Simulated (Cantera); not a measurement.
# Transport properties of process gases

Gas mixture: N2O = 0.098 (molar parts), at 8.98 atm, frozen composition.

Cantera's kinetic-theory transport with the Lennard-Jones parameters of GRI-Mech 3.0, ideal gas; thermal conductivity in the multicomponent form. The composition is frozen, though it would react at the higher temperatures.

```json
[
 {"T (K)": "400", "ρ (kg/m³)": "12.0", "cp (J/kg/K)": "970.3", "μ (µPa s)": "19.5", "λ (mW/m/K)": "25.3", "Pr": "0.746", "D (cm²/s) CO2": "0.0214", "D (cm²/s) NH3": "0.0314", "D (cm²/s) OH": "0.0457"},
 {"T (K)": "600", "ρ (kg/m³)": "8.03", "cp (J/kg/K)": "1101", "μ (µPa s)": "27.3", "λ (mW/m/K)": "40.4", "Pr": "0.744", "D (cm²/s) CO2": "0.0451", "D (cm²/s) NH3": "0.0682", "D (cm²/s) OH": "0.0927"},
 {"T (K)": "800", "ρ (kg/m³)": "6.02", "cp (J/kg/K)": "1192", "μ (µPa s)": "34.0", "λ (mW/m/K)": "54.7", "Pr": "0.742", "D (cm²/s) CO2": "0.0751", "D (cm²/s) NH3": "0.116", "D (cm²/s) OH": "0.151"},
 {"T (K)": "1000", "ρ (kg/m³)": "4.82", "cp (J/kg/K)": "1255", "μ (µPa s)": "40.0", "λ (mW/m/K)": "67.9", "Pr": "0.740", "D (cm²/s) CO2": "0.111", "D (cm²/s) NH3": "0.173", "D (cm²/s) OH": "0.221"},
 {"T (K)": "1200", "ρ (kg/m³)": "4.01", "cp (J/kg/K)": "1294", "μ (µPa s)": "45.5", "λ (mW/m/K)": "79.8", "Pr": "0.738", "D (cm²/s) CO2": "0.151", "D (cm²/s) NH3": "0.238", "D (cm²/s) OH": "0.299"},
 {"T (K)": "1400", "ρ (kg/m³)": "3.44", "cp (J/kg/K)": "1327", "μ (µPa s)": "50.5", "λ (mW/m/K)": "91.0", "Pr": "0.736", "D (cm²/s) CO2": "0.197", "D (cm²/s) NH3": "0.311", "D (cm²/s) OH": "0.387"},
 {"T (K)": "1600", "ρ (kg/m³)": "3.01", "cp (J/kg/K)": "1353", "μ (µPa s)": "55.2", "λ (mW/m/K)": "102", "Pr": "0.735", "D (cm²/s) CO2": "0.246", "D (cm²/s) NH3": "0.390", "D (cm²/s) OH": "0.484"},
 {"T (K)": "1800", "ρ (kg/m³)": "2.68", "cp (J/kg/K)": "1375", "μ (µPa s)": "59.7", "λ (mW/m/K)": "112", "Pr": "0.733", "D (cm²/s) CO2": "0.300", "D (cm²/s) NH3": "0.477", "D (cm²/s) OH": "0.588"}
]
```
D: mixture-averaged diffusion coefficient of that species in the mixture.
